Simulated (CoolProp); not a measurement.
Vapour-liquid equilibrium of toluene (1) + n-dodecane (2) at 0.00608 MPa; x and y are mole fractions of (1).

Model: multi-fluid Helmholtz-energy mixture model, Lemmon 2006 and Lemmon 2004; pair parameters Bell 2016, in CoolProp.

Q: Give the bubble temperature and the first vapour's composition at x = 0.05, 0.2, 0.5. Is there an azeotrope?

A: x = 0.05: 106.0 °C, y = 0.581; x = 0.2: 72.6 °C, y = 0.937; x = 0.5: 48.5 °C, y = 0.991. No azeotrope shows between x = 0.05 and 0.95.

The pair parameters rest on a limited set of measurements; away from them the model extrapolates. The gap from Raoult's law changes sign with composition, which may be real or a fault of the pair parameters; it wasn't checked against measurements.
